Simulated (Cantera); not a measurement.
An isothermal, constant-pressure homogeneous reactor starts with 14.3 % CH4, 85.7 % H2, at 2323 K and 0.0987 atm.

Detailed kinetics in Cantera: GRI-Mech 3.0 (53 species, 325 reactions). GRI-Mech 3.0 stops at C3 and has no aromatics, soot or wall deposition, so with more carbon than oxygen in the feed, carbon stays in small species such as C2H2 where larger ones or solid carbon would form.

One state of this run: x CH4 = 0.136; x H2 = 0.856; x C2H = 1.22e-9; x CH2 = 1.39e-5; x C2H6 = 9.99e-6; x H = 0.00210; x C2H2 = 1.05e-5. x: mole fraction; the columns are a selection and need not sum to one.

Task: Which value of t (s) does it belong to?
A) 1.87e-5
B) 0.00894
C) 4.00e-6
D) 0.196

Result: A, 1.87e-5
